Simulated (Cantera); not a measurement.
An isothermal, constant-pressure homogeneous reactor starts with C₂H₄ : H₂ = 1 : 1.6 (molar parts), at 1250 K and 57.8 Torr. Integrator tolerance rtol = 1e-08.

Model: GRI-Mech 3.0 (53 species, 325 reactions), integrated in Cantera. GRI-Mech 3.0 was tuned for natural gas; its chemistry of ethylene as a main component is partial and can be far from experiment. GRI-Mech 3.0 stops at C3 and has no aromatics, soot or wall deposition, so with more carbon than oxygen in the feed, carbon stays in small species such as C2H2 where larger ones or solid carbon would form.

Task: What does this change do: pressure from 57.8 Torr to 10.00 Torr?

Result: 
```csv
quantity,before,after
x(C₂H₄) at 20.0 s,0.0620 (gas-phase equilibrium 0.0420),0.0500 (gas-phase equilibrium 0.0125)
x(H₂) at 20.0 s,0.659 (gas-phase equilibrium 0.507),0.706 (gas-phase equilibrium 0.659)
x(C₂H) at 20.0 s,5.15e-10 (gas-phase equilibrium 1.36e-10),5.51e-10 (gas-phase equilibrium 3.80e-10)
x(C₂H₂) at 20.0 s,0.220 (gas-phase equilibrium 0.189),0.241 (gas-phase equilibrium 0.252)
x(CH₄) at 20.0 s,0.0587 (gas-phase equilibrium 0.262),0.00298 (gas-phase equilibrium 0.0773)
x(H) at 20.0 s,5.31e-6 (gas-phase equilibrium 1.25e-6),5.55e-6 (gas-phase equilibrium 3.42e-6)
x(CH₂) at 20.0 s,4.29e-11 (gas-phase equilibrium 1.71e-11),4.22e-12 (gas-phase equilibrium 2.25e-11)
```
Radical loss at walls, strong at low pressure, is not modelled.
